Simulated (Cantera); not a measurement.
What does this Cantera script print?

```python
import numpy as np
import cantera as ct

gas_names = [...]  # 113 gases of nasa_gas.yaml made of C, H, O, Pb
cond_names = """
    C(gr) C6H6(L) C7H8(L) C8H18(L),n-octa H2O(s) H2O(L) Pb(cr) Pb(L) PbO(rd) PbO(yw) PbO(L) PbO2(s)
    Pb3O4(s)
""".split()


# ... load() reads the species with a 1 bar reference pressure and builds the phases ...
atoms = {
    'PbO': {'Pb': 1, 'O': 1},
    'CH4': {'C': 1, 'H': 4},
    'H2': {'H': 2},
    'CO': {'C': 1, 'O': 1},
}
top_T = {'C(gr)': 4500, 'Pb3O4(s)': 820}  # K; cautious upper limits of use, not melting points


# ... equilibrate(T, P, feed) seeds the gas with the atoms and calls Mixture.equilibrate('TP', solver="vcs", rtol=1e-11, max_steps=5000) ...
results = []
feed = {'PbO': 1, 'CH4': 0.55, 'H2': 16, 'CO': 3}  # mol
P = 10000  # Pa
for T in [923, 973, 1023, 1073, 1123, 1173, 1223, 1273, 1323, 1373, 1423]:
    mix = equilibrate(T, P, feed)
    results.append((T, P, feed, dict(zip(mix.species_names, mix.species_moles))))

top = {s: max(r[3][s] / sum(r[3][g] for g in gas_names) for r in results) for s in gas_names}
cols = sorted((s for s in top if top[s] > 1e-05), key=lambda s: -top[s])[:7]
seen = [c for c in cond_names if any(r[3].get(c, 0) > 1e-12 for r in results)]
print("log10 of partial pressures in bar; condensed amounts in mol")
print(f"{'T/K':>10s}" + "".join(f"{s[:9]:>10s}" for s in cols + seen))
for T, P, feed, n in results:
    ng = sum(n[g] for g in gas_names)
    print(f"{T:10.4g}" + "".join(f"{np.log10(max(n[s] / ng * P / 1e5, 1e-99)):10.3f}" for s in cols)
          + "".join(f"{n.get(c, 0):10.4g}" for c in seen))
```

Result:

```
log10 of partial pressures in bar; condensed amounts in mol
       T/K        H2        CO        Pb       H2O       CH4       CO2         H     Pb(L)
       923    -1.097    -1.811    -5.596    -2.613    -2.933    -3.017   -10.160    0.9995
       973    -1.093    -1.787    -5.058    -2.716    -3.447    -3.202    -9.513    0.9982
      1023    -1.092    -1.779    -4.574    -2.745    -3.997    -3.316    -8.929    0.9945
      1073    -1.092    -1.776    -4.136    -2.744    -4.531    -3.393    -8.400    0.9849
      1123    -1.092    -1.775    -3.738    -2.736    -5.029    -3.457    -7.917    0.9622
      1173    -1.094    -1.774    -3.375    -2.729    -5.488    -3.514    -7.475    0.9125
      1223    -1.096    -1.776    -3.042    -2.724    -5.912    -3.568    -7.070    0.8109
      1273    -1.100    -1.779    -2.736    -2.721    -6.310    -3.619    -6.697    0.6138
      1323    -1.108    -1.786    -2.454    -2.724    -6.688    -3.670    -6.354    0.2473
      1373    -1.113    -1.790    -2.336    -2.724    -7.032    -3.716    -6.034         0
      1423    -1.113    -1.790    -2.336    -2.721    -7.338    -3.753    -5.734         0
```

Equilibrium computed with Cantera from the NASA thermochemical tables; the gas is ideal and each condensed phase is pure.
